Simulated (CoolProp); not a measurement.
trans-2-butene along the isotherm 173.95 °C: fugacity coefficient from the reference equation and from simpler models built on Tc = 155.5 °C, pc = 40.19 bar, ω = 0.210; each cubic takes its own stable root.

Model: reference Helmholtz-energy equation of state, Lemmon 2005, in CoolProp. It is a short technical equation, of lower accuracy than the large ones.

```
p (bar)          phase  reference
-------  -------------  ---------
14.4               gas     0.8937
28.7               gas     0.7907
43.1     supercritical     0.6872
57.4     supercritical     0.5796
71.8     supercritical     0.4948
86.1     supercritical     0.4373
100      supercritical     0.3971
115      supercritical     0.3649
129      supercritical     0.3420
144      supercritical     0.3228
158      supercritical     0.3086
172      supercritical     0.2972
187      supercritical     0.2872
201      supercritical     0.2797
```

Question: How far does each simpler model (van der Waals, Soave-Redlich-Kwong) lie from the reference over these 14 states: mean and median of the absolute difference, and the worst?

Answer: 
- van der Waals: mean 11.6 %, median 11.0 %, worst +24.7 % at 173.95 °C and 201 bar
- Soave-Redlich-Kwong: mean 5.9 %, median 6.6 %, worst +10.7 % at 173.95 °C and 201 bar
